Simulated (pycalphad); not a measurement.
Computed with pycalphad from the COST 507 light-alloy database (1999), at 1 atm. These are 1990s assessments: newer ones move some temperatures and phases.

Molar enthalpy of Al-8.062Si-0.4939Fe (wt.%) in equilibrium (SER reference):

| T (K) | H (kJ/mol) | phases |
|---|---|---|
| 1850 | 59.37 | liquid |
| 1775 | 57.02 | liquid |
| 1700 | 54.66 | liquid |
| 1625 | 52.30 | liquid |
| 1550 | 49.94 | liquid |
| 1475 | 47.59 | liquid |
| 1400 | 45.23 | liquid |
| 1325 | 42.87 | liquid |
| 1250 | 40.52 | liquid |
| 1175 | 38.17 | liquid |
| 1100 | 35.81 | liquid |
| 1025 | 33.46 | liquid |
| 950 | 31.11 | liquid |
| 875 | 27.62 | liquid + fcc |
| 800 | 13.80 | fcc + diamond (Si) + ALFESI_BETA |
| 725 | 11.34 | fcc + diamond (Si) + ALFESI_BETA |
| 650 | 9.06 | fcc + diamond (Si) + ALFESI_BETA |
| 575 | 6.90 | fcc + diamond (Si) + ALFESI_BETA |
| 500 | 4.85 | fcc + diamond (Si) + ALFESI_BETA |

Cooling from 950 K to 800 K, across the freezing range, releases 17.3 kJ/mol, or 638 J/g. The slope is 31 J/(mol K) in the liquid and 33 J/(mol K) just below the solidus, where it includes any heat of precipitation. Liquidus 881 K, solidus 849 K. Changes were sought between steps of 75 K, so a narrower field can be missed.

Database names, with the compositions (at.%) that they take in these runs: ALFESI_BETA: Al 70 Si 15 Fe 15.
